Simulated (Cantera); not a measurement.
Feed: 1 mol Si, 0.54 mol HCl, 10 mol H2, held at 975 K and 750 Torr.

Equilibrium computed with Cantera from the NASA thermochemical tables; the gas is ideal and each condensed phase is pure. Candidate condensed phases: Si; 19 gas species. The tables' values for SiCl3 are old estimates; treat these amounts as uncertain. The numbers say what is thermodynamically allowed, not how fast it happens.

Base state: H2 0.981, SiHCl3 0.00704, SiCl4 0.00599, HCl 0.00477, SiH2Cl2 0.000867, SiCl3 8.89e-5, SiCl2 3.74e-5, SiH3Cl 2.70e-5 (mole fractions); condensed: Si(s).

Question: What changes in the equilibrium state with this change: HCl from 0.54 to 5.1 mol?

Answer: 
```
species       before    after
----------  --------  -------
H2             0.981    0.847
HCl          0.00477   0.0821
SiCl4        0.00599   0.0669
SiH3Cl       2.70e-5  3.81e-8
SiH2Cl2     0.000867  2.44e-5
SiCl2        3.74e-5  1.22e-6
SiHCl3       0.00704  0.00395
SiCl3        8.89e-5  5.37e-5
Si(s), mol     0.854        0
```

Question: What changes in the equilibrium state with this change: H2 from 10 to 1.3 mol?

Answer: 
```tsv
species	before	after
H2	0.981	0.905
SiCl4	0.00599	0.0510
SiHCl3	0.00704	0.0337
SiCl3	8.89e-5	0.000443
SiCl2	3.74e-5	0.000109
Si(s), mol	0.854	0.852
```
